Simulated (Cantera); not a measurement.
An adiabatic, constant-pressure homogeneous reactor starts with 5.95 % CO, 2.79 % H2, 10.6 % O2, 58.6 % N2, 22.0 % CO2, at 1798 K and 0.572 atm.

Detailed kinetics in Cantera: GRI-Mech 3.0 (53 species, 325 reactions).

x: mole fraction; the columns are a selection and need not sum to one.

```
t (s)     T (K)    x CO      x H2    x O2      x NO       x H    x H2O2     x N2O
--------  -----  ------  --------  ------  --------  --------  --------  --------
1.00e-6    1798  0.0595    0.0279   0.106    <1e-12   1.99e-7  2.75e-10  1.59e-12
3.35e-6    1798  0.0595    0.0279   0.106    <1e-12   9.41e-7   1.61e-9  7.64e-12
1.12e-5    1798  0.0595    0.0279   0.106  1.28e-11   2.22e-5   5.74e-9  7.21e-11
3.76e-5    1801  0.0594   0.00271  0.0876   2.39e-7   0.00604   1.62e-7         …
0.000126   1840  0.0579   0.00137  0.0863   3.10e-6   0.00431   1.17e-7         …
0.000422   1927  0.0503   0.00112  0.0839   1.11e-5   0.00278   7.66e-8         …
0.00141    2058  0.0369  0.000751  0.0792   3.86e-5   0.00126   4.06e-8   2.86e-7
0.00474    2188  0.0217  0.000405  0.0735  0.000153  0.000415   2.30e-8   2.97e-7
0.0159     2255  0.0132  0.000236  0.0701  0.000514  0.000169   2.16e-8   2.51e-7
0.0532     2259  0.0124  0.000223  0.0693   0.00155  0.000154   2.17e-8   2.45e-7
0.178      2255  0.0123  0.000221  0.0679   0.00411  0.000150   2.13e-8   2.49e-7
0.597      2251  0.0121  0.000218  0.0666   0.00671  0.000146   2.09e-8   2.58e-7
2.00       2251  0.0121  0.000218  0.0665   0.00699  0.000146   2.09e-8   2.59e-7
```

Question: Complete the blanks.

Answer: 
- 3.76e-5, x N2O: 6.15e-8
- 0.000126, x N2O: 2.17e-7
- 0.000422, x N2O: 2.45e-7
